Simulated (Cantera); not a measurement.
A perfectly stirred reactor is fed with N₂O : H₂ : N₂ = 1 : 0.0071 : 3.2 (molar parts), at 0.148 atm; it is held at 1450 K, and followed from long to short residence time.

Detailed kinetics in Cantera: GRI-Mech 3.0 (53 species, 325 reactions). GRI-Mech 3.0 was tuned for natural gas; its chemistry of N2O as a main component is partial and can be far from experiment. The temperature is held fixed by assumption; the heat of reaction is taken as removed at once.

### Question
What does this change do: temperature 1450 to 1298 K?

### Answer
| quantity | before | after |
|---|---|---|
| x(N₂O) at τ = 3.10 s | 0.0161 | 0.0872 |
| x(H₂) at τ = 3.10 s | 2.43e-6 | 8.93e-6 |
| x(HO₂) at τ = 3.10 s | 2.60e-8 | 2.33e-8 |
| x(NO) at τ = 3.10 s | 0.0330 | 0.0176 |
| x(O₂) at τ = 3.10 s | 0.0818 | 0.0577 |
| x(N₂O) at τ = 0.120 s | 0.146 | 0.221 |
| x(H₂) at τ = 0.120 s | 4.30e-5 | 0.000149 |
| x(HO₂) at τ = 0.120 s | 2.90e-7 | 5.75e-7 |
| x(NO) at τ = 0.120 s | 0.0161 | 0.00184 |
| x(O₂) at τ = 0.120 s | 0.0319 | 0.00585 |
The mechanism lacks the step 2 NO + O2 → 2 NO2, which can matter for NO2 below about 1400 K.

### Question
What does this change do: temperature 1450 to 1300 K?

### Answer
```
quantity                before     after
---------------------  -------  --------
x(N₂O) at τ = 3.10 s    0.0161    0.0855
x(H₂) at τ = 3.10 s    2.43e-6   8.75e-6
x(HO₂) at τ = 3.10 s   2.60e-8   2.32e-8
x(NO) at τ = 3.10 s     0.0330    0.0179
x(O₂) at τ = 3.10 s     0.0818    0.0583
x(N₂O) at τ = 0.120 s    0.146     0.220
x(H₂) at τ = 0.120 s   4.30e-5  0.000146
x(HO₂) at τ = 0.120 s  2.90e-7   5.70e-7
x(NO) at τ = 0.120 s    0.0161   0.00191
x(O₂) at τ = 0.120 s    0.0319   0.00603
```
The mechanism lacks the step 2 NO + O2 → 2 NO2, which can matter for NO2 below about 1400 K.
